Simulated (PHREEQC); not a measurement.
22 g of hydrous ferric oxide (600 m²/g; 0.2 weak and 0.005 strong sites per Fe, Dzombak-Morel constants, diffuse double layer) in 1 kg of water with 0.001 mol/kgw of an inert sodium salt and 0.02 mol PbCl2, at 25 °C; the pH is set by adding NaOH or the inert anion's acid. Oxygen alone is held at its pressure in air (log pO2 = -0.68). No CO2 enters from the air. No solid was allowed to form.

The series has 17 steps of pH, from 4 to 10.

All values are PHREEQC results (ion-association model, wateq4f.dat), not measurements.

**Question.** Near which pH is half of the Pb sorbed, and on which side is more sorbed?

**Answer.** Near pH 4.6, with more sorbed at higher pH.

**Question.** At which pH does the surface charge pass through zero?

**Answer.** Near pH 9.2.

Along this series the solution becomes supersaturated in solids that the run did not let form, among them Pb(OH)2.
